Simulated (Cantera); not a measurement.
Input: 1 mol Si₂Cl₆, 0.59 mol NH₃, 34 mol H₂, equilibrated at 80.0 mbar.

Method: chemical equilibrium by Gibbs-energy minimisation in Cantera with the NASA 1993 tables (ideal gas, pure condensed phases). Candidate condensed phases: NH₄Cl, Si, Si₃N₄; 28 gas species. The feed counts by its element totals alone. The tables' values for SiCl₃ are old estimates; treat these amounts as uncertain. Rates play no part.

Question: At 923 K, list the 4 most abundant gas species with their mole fractions, and the condensed phases.

Answer: H₂ 0.949, SiCl₄ 0.0295, SiHCl₃ 0.0124, HCl 0.00804. Condensed: Si(s) + Si₃N₄(s).
